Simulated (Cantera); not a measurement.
Input (Python, Cantera) and output of one run.

```python
import numpy as np
import cantera as ct

gas_names = [...]  # 95 gases of nasa_gas.yaml made of C, F, H
cond_names = """
    C(gr) C6H6(L) C7H8(L) C8H18(L),n-octa
""".split()


# ... load() reads the species with a 1 bar reference pressure and builds the phases ...
atoms = {
    'CHF3': {'C': 1, 'H': 1, 'F': 3},
    'H2': {'H': 2},
}
top_T = {'C(gr)': 4500}  # K; cautious upper limits of use, not melting points


# ... equilibrate(T, P, feed) seeds the gas with the atoms and calls Mixture.equilibrate('TP', solver="vcs", rtol=1e-11, max_steps=5000) ...
results = []
feed = {'CHF3': 1, 'H2': 0.084}  # mol
P = 10  # Pa
for T in [2075, 2125, 2175, 2225, 2275, 2325, 2375, 2425, 2475, 2525]:
    mix = equilibrate(T, P, feed)
    results.append((T, P, feed, dict(zip(mix.species_names, mix.species_moles))))

top = {s: max(r[3][s] / sum(r[3][g] for g in gas_names) for r in results) for s in gas_names}
cols = sorted((s for s in top if top[s] > 0.001), key=lambda s: -top[s])[:7]
seen = [c for c in cond_names if any(r[3].get(c, 0) > 1e-12 for r in results)]
print("log10 of partial pressures in bar; condensed amounts in mol")
print(f"{'T/K':>10s}" + "".join(f"{s[:9]:>10s}" for s in cols + seen))
for T, P, feed, n in results:
    ng = sum(n[g] for g in gas_names)
    print(f"{T:10.4g}" + "".join(f"{np.log10(max(n[s] / ng * P / 1e5, 1e-99)):10.3f}" for s in cols)
          + "".join(f"{n.get(c, 0):10.4g}" for c in seen))
```

Output:

```
log10 of partial pressures in bar; condensed amounts in mol
       T/K         F        HF       CF2        CF         H        C3         C     C(gr)
      2075    -4.322    -4.369    -5.042    -6.501    -8.455    -9.785    -9.840    0.7365
      2125    -4.288    -4.382    -5.187    -6.370    -8.152    -9.301    -9.416    0.8033
      2175    -4.266    -4.391    -5.346    -6.256    -7.850    -8.839    -9.011    0.8539
      2225    -4.251    -4.397    -5.511    -6.153    -7.552    -8.400    -8.625    0.8892
      2275    -4.242    -4.402    -5.679    -6.060    -7.261    -7.980    -8.256    0.9116
      2325    -4.236    -4.405    -5.846    -5.975    -6.979    -7.578    -7.903    0.9235
      2375    -4.233    -4.409    -6.011    -5.896    -6.706    -7.194    -7.565    0.9262
      2425    -4.232    -4.413    -6.173    -5.821    -6.443    -6.827    -7.240    0.9187
      2475    -4.232    -4.420    -6.332    -5.752    -6.192    -6.474    -6.930    0.8965
      2525    -4.234    -4.431    -6.487    -5.687    -5.953    -6.136    -6.631    0.8485
```

Equilibrium computed with Cantera from the NASA thermochemical tables; the gas is ideal and each condensed phase is pure. Gases not in the tables: C2F6 and larger saturated fluorocarbons.
